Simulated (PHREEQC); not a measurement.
0.035 g of hydrous ferric oxide (600 m²/g; 0.2 weak and 0.005 strong sites per Fe, Dzombak-Morel constants, diffuse double layer) in 1 kg of water with 0.01 mol/kgw of an inert sodium salt and 5e-05 mol/kgw NaH2PO4, 0.0002 mol/kgw ZnSO4 and 2.3e-05 mol/kgw CaCl2, at 25 °C; the pH is set by adding NaOH or the inert anion's acid. Oxygen alone is held at its pressure in air (log pO2 = -0.68). The system is closed to CO2. No solid was allowed to form.

Base run: PHREEQC, ion-association model, wateq4f.dat. Each further column changes one thing. The table gives P sorbed (%).

```csv
pH,base,no electrostatic term (-no_edl),background salt from 0.01 to 0.001 mol/kgw,oxide from 0.035 to 0.18 g/kgw,2e-05 mol/kgw CuCl2 added
3,95.0,53.6,94.9,99.8,95.0
3.5,95.4,55.3,95.3,99.8,95.4
4.5,95.3,[?],95.6,99.9,95.3
5,93.9,[?],94.5,99.9,93.8
6,85.6,68.0,86.3,100.0,84.1
6.5,78.8,71.4,79.2,100.0,77.4
7.5,60.9,[?],61.5,99.9,60.1
8,54.6,15.9,[?],99.8,54.5
9,48.3,[?],49.4,94.5,48.4
9.5,38.3,[?],39.9,75.8,38.4
10.5,3.9,16.3,4.5,10.2,3.9
11,0.5,5.8,0.5,1.3,0.5
```

Problem. Some entries are withheld; supply them.

Solution. 
- 4.5, no electrostatic term (-no_edl): 56.7
- 5, no electrostatic term (-no_edl): 58.1
- 7.5, no electrostatic term (-no_edl): 36.0
- 8, background salt from 0.01 to 0.001 mol/kgw: 55.4
- 9, no electrostatic term (-no_edl): 11.6
- 9.5, no electrostatic term (-no_edl): 20.8

In at least one series the solution becomes supersaturated in solids that the run did not let form, among them Hydroxyapatite, Zn(OH)2-a, Zn4(OH)6SO4, Zn3(PO4)2:4w. H3PO4, which wateq4f.dat lacks, is added to it with the constant of phreeqc.dat. The database has no phosphate complexes of Zn. The oxide is taken as insoluble; below pH 4 it would dissolve. The database has no phosphate complexes of Cu, Zn. The database's constant for dissolved Cu(OH)2 is higher than later reviews accept.
